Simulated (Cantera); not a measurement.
An adiabatic, constant-pressure homogeneous reactor starts with 8.38 % CO, 1.34 % H₂, 14.8 % O₂, 55.4 % N₂, 20.1 % H₂O, equivalence ratio 0.33, at 1573 K and 1.60 bar.

Computed with Cantera and GRI-Mech 3.0 (53 species, 325 reactions).

Problem. Predict: time of steepest temperature rise; temperature at 0.700 s; equilibrium temperature; x(CO) at 0.700 s; x(H₂) at 0.700 s; x(O₂) at 0.700 s; x(HO₂) at 0.700 s; x(H₂O) at 0.700 s; x(NO₂) at 0.700 s; x(N₂O) at 0.700 s.

Solution. 
| Property | Result |
|---|---|
| time of steepest temperature rise | 31.8 µs |
| temperature at 0.700 s | 2198 K |
| equilibrium temperature | 2198 K |
| x(CO) at 0.700 s | 0.00130 (gas-phase equilibrium 0.00130) |
| x(H₂) at 0.700 s | 0.000632 (gas-phase equilibrium 0.000631) |
| x(O₂) at 0.700 s | 0.0993 (gas-phase equilibrium 0.0993) |
| x(HO₂) at 0.700 s | 5.61e-6 (gas-phase equilibrium 5.60e-6) |
| x(H₂O) at 0.700 s | 0.222 (gas-phase equilibrium 0.222) |
| x(NO₂) at 0.700 s | 8.05e-6 (gas-phase equilibrium 8.23e-6) |
| x(N₂O) at 0.700 s | 4.47e-7 (gas-phase equilibrium 4.47e-7) |
